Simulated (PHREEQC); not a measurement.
PHREEQC input (ion-association model, phreeqc.dat):

```
SOLUTION_MASTER_SPECIES
  Amm  AmmH+  0  AmmH  17.031  # ammonia with no redox link, constants of NH4+
SOLUTION_SPECIES
  AmmH+ = AmmH+
    -log_k 0
    -gamma 2.5 0
    -dw 1.98e-9
  AmmH+ = Amm + H+
    -log_k -9.252
    -delta_h 12.48 kcal
    -analytic 0.6322 -0.001225 -2835.76
    -dw 2.28e-9
  AmmH+ + SO4-2 = AmmHSO4-
    -log_k 1.11
PHASES
  Amm(g)
    Amm = Amm
    -log_k 1.7966
    -analytic -18.758 3.3670e-4 2.5113e3 4.8619 39.192
    -T_c 405.6
    -P_c 111.3
    -Omega 0.25
EXCHANGE_SPECIES
  AmmH+ + X- = AmmHX
    -log_k 0.6
    -gamma 2.5 0
    -delta_h -2.4
SOLUTION 0
  temp 40
  units mmol/kgw
  pH 7 charge
  Cl 0.33
  Amm 0.32
  S(6) 70
  Na 140
  O(0) 1 O2(g) -0.68
SOLUTION 1-40
  temp 40
  units mmol/kgw
  pH 7 charge
  S(6) 0.56
  Na 1.12
  Cl 0.01
  O(0) 1 O2(g) -0.68
END
EXCHANGE 1-40
  X 0.23
  -equilibrate 1
END
SELECTED_OUTPUT 1
  -reset false
  -pH true
  -pe true
  -ionic_strength true
  -water true
  -step true
  -totals Amm Cl Na S S(-2) S(6)
  -molalities NaX AmmHX
  -saturation_indices Halite
PRINT
  -reset false
TRANSPORT
  -cells 40
  -shifts 240
  -lengths 0.005
  -time_step 300
  -dispersivities 0.016
  -boundary_conditions flux flux
  -correct_disp true
  -punch_cells 40
  -punch_frequency 8
END
# ... the last block is repeated for the other 30 points of pore volumes
```

Selected output (columns that matter, 20 of 31 rows; pore volumes added in front):

```
pore volumes	pH	mu	Amm	Cl	Na	S	m_NaX	si_Halite
0	5.0458	0.0016831	0	1e-05	0.00112	0.00056	0.23	-9.5741
0.4125	5.093	0.0046227	0	1.4561e-05	0.0031041	0.0015498	0.23	-8.9942
0.6125	5.2903	0.02901	0	5.3544e-05	0.020061	0.010009	0.23	-7.7059
1.0125	5.5396	0.11367	3.0059e-14	0.00019809	0.082939	0.041376	0.23	-6.6306
1.2125	5.5874	0.14366	2.5194e-11	0.00025171	0.10626	0.05301	0.23	-6.441
1.6125	5.6263	0.17354	1.756e-08	0.00030615	0.12995	0.064825	0.23	-6.2869
1.8125	5.6334	0.17963	1.0308e-07	0.00031737	0.13483	0.06726	0.23	-6.2586
2.2125	5.639	0.18464	1.0084e-06	0.00032661	0.13884	0.069265	0.22999	-6.2361
2.6125	5.6405	0.18599	4.1408e-06	0.00032912	0.13993	0.069809	0.22998	-6.2301
2.8125	5.6407	0.18623	6.9906e-06	0.00032955	0.14012	0.069903	0.22996	-6.229
3.2125	5.6407	0.1864	1.5807e-05	0.00032989	0.14025	0.069975	0.22991	-6.2283
3.4125	5.6407	0.18643	2.1837e-05	0.00032994	0.14027	0.069988	0.22988	-6.2282
3.8125	5.6405	0.18646	3.6944e-05	0.00032999	0.14028	0.069997	0.22979	-6.2281
4.2125	5.6402	0.18646	5.5462e-05	0.00033	0.14026	0.069999	0.22969	-6.2281
4.4125	5.64	0.18646	6.5685e-05	0.00033	0.14025	0.07	0.22963	-6.2282
4.8125	5.6396	0.18646	8.7381e-05	0.00033	0.14023	0.07	0.22951	-6.2282
5.0125	5.6395	0.18645	9.859e-05	0.00033	0.14022	0.07	0.22944	-6.2282
5.4125	5.6391	0.18645	0.00012115	0.00033	0.1402	0.07	0.22931	-6.2283
5.6125	5.6389	0.18645	0.0001323	0.00033	0.14019	0.07	0.22925	-6.2283
6.0125	5.6386	0.18645	0.00015394	0.00033	0.14017	0.07	0.22913	-6.2284
```

Complexes and solids missing from the database can't appear. At this temperature some constants are extrapolated from 25 °C, and those without enthalpy data are left unchanged.
